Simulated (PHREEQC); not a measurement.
Synthetic water in mmol/kgw, 60 °C, pH 3.54, pe 9.9:

```
constituent  mmol/kgw
-----------  --------
Na               1.14
K                0.15
Ca               2.06
Mg              0.179
Cl              0.438
S(6)             3.25
Zn              0.162
B              0.0008
Mn(2)         0.00268
Al              0.141
Si             0.0883
```

Valence states are taken as typed.

All values are PHREEQC results (ion-association model, phreeqc.dat), not measurements.

```
quantity                    before     after
------------------------  --------  --------
ionic strength (mol/kgw)    0.0101    0.0186
SO4-2 (mol/kgw)            0.00250   0.00467
Ca+2 (mol/kgw)             0.00166   0.00306
CaSO4 (mol/kgw)           0.000395   0.00105
Zn+2 (mol/kgw)            0.000123  0.000220
HSO4- (mol/kgw)           0.000120  0.000203
SI of Quartz (SiO2)          -0.53     -0.23
SI of Gibbsite (Al(OH)3)     -0.67     -0.58
```

Q: Name the change that produced these shifts.
A. Si from 0.0883 to 0.0442 mmol/kgw
B. Mn(2) from 0.00268 to 0.00134 mmol/kgw
C. all concentrations times 2 at the same typed pH

A: C, all concentrations times 2 at the same typed pH

Precipitation was switched off in this run. Constants without temperature data keep their 25 °C values here.
